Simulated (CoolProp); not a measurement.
Model: reference Helmholtz-energy equation of state, Zhou 2011, in CoolProp.

Task: For dimethyl carbonate, give the phase and the cp (kJ/(kg K)), expansivity (1/kK) at 322.6 K and 139 bar; 363.9 K and 139 bar.

Result: 
- 322.6 K and 139 bar: liquid; cp 1.85, expansivity 1.20
- 363.9 K and 139 bar: liquid; cp 1.93, expansivity 1.31
